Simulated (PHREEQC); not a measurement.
**Leach liquor: speciation**

Dissolve 0.0057 mol HCl, 0.0012 mol CuSO4 and 0.00087 mol MgSO4 per kg of water at 94 °C. Closed to the air; pH follows from the charge balance.

All values are PHREEQC results (ion-association model, phreeqc.dat), not measurements.

Each row changes one thing in this solution. Precipitation was switched off in this run.

```json
[
 {"case": "as made", "pH": "2.39", "ionic strength (mol/kgw)": "0.0104", "HSO4- (mol/kgw)": "0.00115", "SO4-2 (mol/kgw)": "0.000665", "MgSO4 (mol/kgw)": "0.000179"},
 {"case": "CuSO4 left out", "pH": "___", "ionic strength (mol/kgw)": "0.00778", "HSO4- (mol/kgw)": "0.000528", "SO4-2 (mol/kgw)": "0.000255", "MgSO4 (mol/kgw)": "8.68e-5"},
 {"case": "HCl from 0.0057 to 0.00855 mol/kgw", "pH": "___", "ionic strength (mol/kgw)": "0.0129", "HSO4- (mol/kgw)": "0.00136", "SO4-2 (mol/kgw)": "0.000521", "MgSO4 (mol/kgw)": "0.000136"},
 {"case": "temperature from 94 to 25 °C", "pH": "___", "ionic strength (mol/kgw)": "0.0121", "HSO4- (mol/kgw)": "0.000460", "SO4-2 (mol/kgw)": "0.00138", "MgSO4 (mol/kgw)": "0.000104"}
]
```

Problem. Complete the blanks.

Solution. 
- CuSO4 left out, pH: 2.33
- HCl from 0.0057 to 0.00855 mol/kgw, pH: 2.19
- temperature from 94 to 25 °C, pH: 2.32

At this temperature some constants are extrapolated from 25 °C, and those without enthalpy data are left unchanged.
